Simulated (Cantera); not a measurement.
## Adiabatic ignition

An adiabatic, constant-pressure homogeneous reactor starts with 14.1 % CH3OH, 9.64 % O2, 76.2 % N2, equivalence ratio 2.2, at 1223 K and 100000 Pa.

Model: GRI-Mech 3.0 (53 species, 325 reactions), integrated in Cantera. GRI-Mech 3.0 was tuned for natural gas; its chemistry of methanol as a main component is partial and can be far from experiment.

| t (s) | T (K) | x CH3OH | x O2 | x CH2 | x H2O2 | x H2 | x NO |
|---|---|---|---|---|---|---|---|
| 1.00e-6 | 1223 | 0.141 | 0.0964 | 4.65e-10 | <1e-12 | 6.63e-9 | <1e-12 |
| 2.61e-6 | 1223 | 0.141 | 0.0964 | 4.66e-10 | <1e-12 | 2.46e-8 | <1e-12 |
| 6.81e-6 | 1223 | 0.141 | 0.0964 | 4.66e-10 | <1e-12 | 7.36e-8 | <1e-12 |
| 1.78e-5 | 1223 | 0.141 | 0.0964 | 4.66e-10 | 1.34e-11 | 2.05e-7 | <1e-12 |
| 4.64e-5 | 1223 | 0.141 | 0.0964 | 4.66e-10 | 2.80e-10 | 5.65e-7 | <1e-12 |
| 0.000121 | 1223 | 0.141 | 0.0964 | 4.66e-10 | 5.38e-9 | 1.55e-6 | <1e-12 |
| 0.000316 | 1223 | 0.141 | 0.0964 | 4.66e-10 | 8.05e-8 | 4.27e-6 | <1e-12 |
| 0.000825 | 1223 | 0.141 | 0.0964 | 4.66e-10 | 8.20e-7 | 1.34e-5 | <1e-12 |
| 0.00215 | 1223 | 0.141 | 0.0963 | 4.67e-10 | 6.23e-6 | 6.90e-5 | <1e-12 |
| 0.00562 | 1232 | 0.135 | 0.0936 | 5.88e-10 | 0.000372 | 0.00222 | <1e-12 |
| 0.0147 | 1991 | <1e-12 | 3.80e-7 | <1e-12 | 2.47e-10 | 0.102 | 3.24e-6 |
| 0.0383 | 1993 | <1e-12 | 1.36e-7 | <1e-12 | 9.15e-11 | 0.102 | 3.08e-6 |
| 0.100 | 1993 | <1e-12 | 1.33e-7 | <1e-12 | 8.98e-11 | 0.102 | 3.15e-6 |
x: mole fraction; the columns are a selection and need not sum to one.

```
Quantity                                                            Result
---------------------------------  ---------------------------------------
time of steepest temperature rise                                  6.55 ms
temperature at 0.100 s                                              1993 K
equilibrium temperature                                             1993 K
x(CH3OH) at 0.100 s                  <1e-12 (gas-phase equilibrium <1e-12)
x(O2) at 0.100 s                   1.33e-7 (gas-phase equilibrium 1.33e-7)
x(CH2) at 0.100 s                    <1e-12 (gas-phase equilibrium <1e-12)
```
